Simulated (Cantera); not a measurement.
Input: 1 mol Fe2O3, 1.7 mol C, a varied amount of H2, at 1048.15 K and 0.100 bar.

These are equilibrium values from Cantera (NASA tables, ideal gas, pure condensed phases), not measurements of a reactor. Candidate condensed phases: C, C6H6, C7H8, C8H18, Fe, Fe(CO)5, FeO, Fe(OH)2, Fe(OH)3, Fe2O3, Fe3O4, H2O; 114 gas species. Mutual solubility and eutectic melting of coexisting phases are not modelled. The tables' stoichiometric FeO is somewhat more stable than real wüstite, so its field is too wide. FeO: taken at fixed stoichiometry. The numbers say what is thermodynamically allowed, not how fast it happens.

x: gas mole fraction; n: condensed amount in mol.

```
n(H2) (mol)   x H2   x CO   x H2O   x CO2  n Fe(α)  n FeO(s)
-----------  -----  -----  ------  ------  -------  --------
1.4          0.376  0.443  0.0754   0.105     1.26         …
2            0.450  0.371  0.0902  0.0882     1.36         …
2.8          0.518  0.305   0.104  0.0725     1.49         …
3.9          0.580  0.245   0.116  0.0583     1.68         …
5.5          0.636  0.191   0.128  0.0453     1.94         …
7.8          0.712  0.151   0.109  0.0276     2.00         0
11           0.779  0.118  0.0868  0.0156     2.00         0
```

Question: Complete the blanks.

Answer: 
- 1.4, n FeO(s): 0.740
- 2, n FeO(s): 0.640
- 2.8, n FeO(s): 0.507
- 3.9, n FeO(s): 0.323
- 5.5, n FeO(s): 0.0560
